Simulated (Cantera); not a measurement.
# Equilibrium for thermal oxidation and active oxidation of silicon: Si + H₂O + H₂

Input: 1 mol Si, 0.0017 mol H₂O, 1.6 mol H₂, equilibrated at 0.0100 bar.

Equilibrium computed with Cantera from the NASA thermochemical tables; the gas is ideal and each condensed phase is pure. Candidate condensed phases: H₂O, Si, SiO₂; 18 gas species. Gases not in the tables: Si₂H₆ and higher silanes. Equilibrium is a limit: real reactors are often held back by kinetics, nucleation or transport.

```
T (°C)   x H₂       x H      x Si     x SiH    x SiO  n Si(s)  n Si(l)
------  -----  --------  --------  --------  -------  -------  -------
1052    0.999   1.63e-5   9.43e-9   6.84e-9  0.00106    0.998        0
1127    0.999   4.86e-5   8.23e-8   4.11e-8  0.00106    0.998        0
1202    0.999  0.000130   5.75e-7   2.05e-7  0.00106    0.998        0
1277    0.999  0.000315   3.32e-6   8.72e-7  0.00106    0.998        0
1352    0.998  0.000705   1.63e-5   3.24e-6  0.00106    0.998        0
1427    0.997   0.00147   6.79e-5   1.05e-5  0.00106        0    0.998
1502    0.996   0.00289  0.000220   2.69e-5  0.00106        0    0.998
1577    0.993   0.00537  0.000645   6.37e-5  0.00106        0    0.997
1652    0.987   0.00950   0.00174  0.000141  0.00105        0    0.995
1727    0.978    0.0161   0.00435  0.000292  0.00105        0    0.990
1802    0.962    0.0261    0.0102  0.000572  0.00104        0    0.980
1877    0.934    0.0408    0.0224   0.00106  0.00101        0    0.957
```
x: gas mole fraction; n: condensed amount in mol.

From 1052 °C to 1352 °C the condensed part is Si(s). From 1427 °C to 1877 °C the condensed part is Si(l). The main Si-bearing gas is SiO at 1052 °C and Si at 1877 °C.
